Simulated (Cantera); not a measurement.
Source: NASA polynomial tables (part measured, part estimated), evaluated in Cantera. Values are per mole of reaction as written; species without (g) are pure solids or liquids, kept so even where they would boil at 1 bar.

2 S + Ni3S4 ⇌ 3 NiS2

| T (K) | ΔH° (kJ) | ΔS° (J/K) | ΔG° (kJ) | log10 K |
|---|---|---|---|---|
| 473 | (withheld) | (withheld) | (withheld) | (withheld) |
| 498 | (withheld) | (withheld) | (withheld) | (withheld) |
| 523 | (withheld) | (withheld) | (withheld) | (withheld) |
| 548 | (withheld) | (withheld) | (withheld) | (withheld) |
| 573 | -106.0 | -64.2 | -69.3 | 6.31 |

Some entries are withheld; supply them.


- 473, ΔH° (kJ): -101.0
- 473, ΔS° (J/K): -54.5
- 473, ΔG° (kJ): -75.2
- 473, log10 K: 8.31
- 498, ΔH° (kJ): -102.2
- 498, ΔS° (J/K): -57.0
- 498, ΔG° (kJ): -73.8
- 498, log10 K: 7.74
- 523, ΔH° (kJ): -103.5
- 523, ΔS° (J/K): -59.5
- 523, ΔG° (kJ): -72.4
- 523, log10 K: 7.23
- 548, ΔH° (kJ): -104.8
- 548, ΔS° (J/K): -61.9
- 548, ΔG° (kJ): -70.8
- 548, log10 K: 6.75
